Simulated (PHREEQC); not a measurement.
## Leach liquor: an equilibrium model

Make-up at 25 °C: 0.04 mol H2SO4, 0.16 mol MnSO4 and 0.15 mol NiSO4 per kg of water. Closed to the air; pH follows from the charge balance.

The numbers come from PHREEQC with the ion-association model, wateq4f.dat.

Each row changes one thing in this solution. Precipitation was switched off in this run.

| case | pH | ionic strength (mol/kgw) | SO4-2 (mol/kgw) | Mn+2 (mol/kgw) | NiSO4 (mol/kgw) | MnSO4 (mol/kgw) | SI of Morenosite (NiSO4:7H2O) | SI of Ni(OH)2 (Ni(OH)2) |
|---|---|---|---|---|---|---|---|---|
| as made | 1.80 | 0.601 | 0.130 | 0.0837 | 0.0835 | 0.0763 | -0.97 | -8.92 |
| NiSO4 from 0.15 to 0.015 mol/kgw | 1.69 | 0.398 | 0.0826 | 0.0887 | 0.00726 | 0.0713 | -2.05 | -10.08 |
| diluted 100-fold with water | 3.21 | 0.0111 | 0.00281 | 0.00131 | 0.000283 | 0.000285 | -3.48 | -7.48 |
| NiSO4 from 0.15 to 0.075 mol/kgw | 1.75 | 0.494 | 0.105 | 0.0859 | 0.0390 | 0.0741 | -1.31 | -9.30 |
| MnSO4 replaced by Mn(NO3)2 at the same molality | 1.55 | 0.743 | 0.0566 | 0.118 | 0.0517 | 0.0390 | -1.18 | -9.21 |
| H2SO4 from 0.04 to 0.004 mol/kgw | 2.82 | 0.568 | 0.140 | 0.0791 | 0.0866 | 0.0809 | -0.96 | -6.89 |

The ionic strength passes 0.7 mol/kgw, the rough limit of the ion-association models, in MnSO4 replaced by Mn(NO3)2 at the same molality. Complexes and solids missing from the database can't appear.
